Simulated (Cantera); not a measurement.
What does this Cantera script print?

```python
import numpy as np
import cantera as ct

gas_names = """
    C CN CO CO2 C2 CCN CNC C2N2 C2O C3 C3O2 C4 C4N2 C5 N NCO NO NO2 NO3 N2 N2O O O2 O3 Pb PbO Pb2
""".split()
cond_names = """
    C(gr) Pb(cr) Pb(L) PbO(rd) PbO(yw) PbO(L) PbO2(s) Pb3O4(s)
""".split()


# ... load() reads the species with a 1 bar reference pressure and builds the phases ...
atoms = {
    'PbO': {'Pb': 1, 'O': 1},
    'C': {'C': 1},
    'N2': {'N': 2},
}
top_T = {'C(gr)': 4500, 'Pb3O4(s)': 820}  # K; cautious upper limits of use, not melting points


# ... equilibrate(T, P, feed) seeds the gas with the atoms and calls Mixture.equilibrate('TP', solver="vcs", rtol=1e-11, max_steps=5000) ...
results = []
T = 1475  # K
P = 10000  # Pa
for m in [0.48, 1.3, 2.2, 3.1, 3.9, 4.8, 5.6]:
    feed = {'PbO': 1, 'C': m, 'N2': 15}  # mol
    mix = equilibrate(T, P, feed)
    results.append((T, P, feed, dict(zip(mix.species_names, mix.species_moles))))

top = {s: max(r[3][s] / sum(r[3][g] for g in gas_names) for r in results) for s in gas_names}
cols = sorted((s for s in top if top[s] > 1e-06), key=lambda s: -top[s])[:5]
seen = [c for c in cond_names if any(r[3].get(c, 0) > 1e-12 for r in results)]
print("log10 of partial pressures in bar; condensed amounts in mol")
print(f"{'n(C)':>10s}" + "".join(f"{s[:9]:>10s}" for s in cols + seen))
for T, P, feed, n in results:
    ng = sum(n[g] for g in gas_names)
    print(f"{feed['C']:10.4g}" + "".join(f"{np.log10(max(n[s] / ng * P / 1e5, 1e-99)):10.3f}" for s in cols)
          + "".join(f"{n.get(c, 0):10.4g}" for c in seen))
```

It prints:

```
log10 of partial pressures in bar; condensed amounts in mol
      n(C)        N2        CO        Pb       CO2       PbO     C(gr)
      0.48    -1.041    -4.337    -2.238    -2.543    -3.540         0
       1.3    -1.054    -2.230    -2.231    -7.541   -10.637       0.3
       2.2    -1.054    -2.230    -2.231    -7.541   -10.637       1.2
       3.1    -1.054    -2.230    -2.231    -7.541   -10.637       2.1
       3.9    -1.054    -2.230    -2.231    -7.541   -10.637       2.9
       4.8    -1.054    -2.230    -2.231    -7.541   -10.637       3.8
       5.6    -1.054    -2.230    -2.231    -7.541   -10.637       4.6
```

Equilibrium computed with Cantera from the NASA thermochemical tables; the gas is ideal and each condensed phase is pure. Gases not in the tables: (PbO)n polymers.
